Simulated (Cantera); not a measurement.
Input (Python, Cantera):

```python
import numpy as np
import cantera as ct

surf = ct.Interface("ptcombust.yaml", "Pt_surf")
gas = surf.adjacent["gas"]
gas.TPX = 300, 42000, {'H2': 0.012, 'O2': 0.19, 'N2': 0.79}
jet = ct.ImpingingJet(gas=gas, width=0.099, surface=surf)
jet.inlet.mdot, jet.inlet.T, jet.inlet.X = 0.056, 300, {'H2': 0.012, 'O2': 0.19, 'N2': 0.79}
jet.set_refine_criteria(ratio=10, slope=0.2, curve=0.3)
show, cover = ['H2', 'O2', 'H2O', 'OH'], ["PT(S)", "H(S)", "O(S)", "OH(S)", "CO(S)", "C(S)"]

rows = []
print(f"{'Ts/K':>7s}" + "".join(f"{s:>11s}" for s in show + cover) + "   (gas at the wall, coverages)")
for i, Ts in enumerate([600, 650, 700, 750, 800, 850, 900]):
    jet.surface.T = Ts
    if i == 0:
        surf.TP = Ts, 42000
        surf.coverages = "PT(S):0.5, O(S):0.5"
        surf.advance_coverages(1.0)
        jet.set_initial_guess(products="inlet")
    jet.solve(loglevel=0, auto=(i == 0))
    rows.append([*(jet.X[gas.species_index(s), -1] for s in show), *surf[cover].coverages])
    print(f"{Ts:7g}" + "".join(f"{x:11.3e}" for x in rows[-1]))
```

Result:

```
   Ts/K         H2         O2        H2O         OH      PT(S)       H(S)       O(S)      OH(S)      CO(S)       C(S)   (gas at the wall, coverages)
    600  1.018e-03  1.797e-01  2.151e-02  8.937e-13  9.373e-03  2.703e-10  9.866e-01  3.974e-03 -9.491e-24 -1.366e-27
    650  9.771e-04  1.797e-01  2.145e-02  1.136e-11  1.022e-02  3.472e-10  9.871e-01  2.718e-03  6.287e-25 -2.471e-29
    700  7.953e-04  1.796e-01  2.168e-02  9.348e-11  1.332e-02  6.359e-10  9.845e-01  2.150e-03  1.154e-19 -3.754e-28
    750  4.945e-04  1.793e-01  2.215e-02  5.148e-10  2.285e-02  1.953e-09  9.751e-01  2.049e-03  4.966e-22  1.612e-28
    800  2.794e-04  1.791e-01  2.246e-02  2.105e-09  4.216e-02  7.138e-09  9.558e-01  2.087e-03  1.177e-20  2.509e-25
    850  1.728e-04  1.790e-01  2.257e-02  7.074e-09  7.215e-02  2.311e-08  9.258e-01  2.093e-03  6.165e-21  1.425e-23
    900  1.147e-04  1.790e-01  2.259e-02  2.109e-08  1.118e-01  6.276e-08  8.861e-01  2.035e-03  2.357e-20  8.990e-23
```

Cantera simulation using Deutschmann's 1995 Pt surface mechanism with GRI-Mech 3.0 gas chemistry; the numbers are that mechanism's predictions, not measurements. Catalytic surfaces can have several steady states; this one follows from the mechanism file's or the stated starting coverage.
